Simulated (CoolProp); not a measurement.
Properties of ethanol at several states (Tc = 241.6 °C, pc = 6.268 MPa, ω = 0.644).

Computed with CoolProp (reference Helmholtz-energy equation of state, Schroeder 2014).

```csv
T (°C),p (MPa),phase,cp (kJ/(kg K)),cv (kJ/(kg K)),fugacity coefficient
-21.05,0.734,liquid,2.136,[?],0.0004398
140.45,0.405,gas,2.040,1.756,[?]
40.45,3.63,liquid,2.556,[?],0.005420
```

### Question
Fill in the missing entries.

### Answer

- -21.05, cv (kJ/(kg K)): 1.758
- 140.45, fugacity coefficient: 0.9439
- 40.45, cv (kJ/(kg K)): 2.151
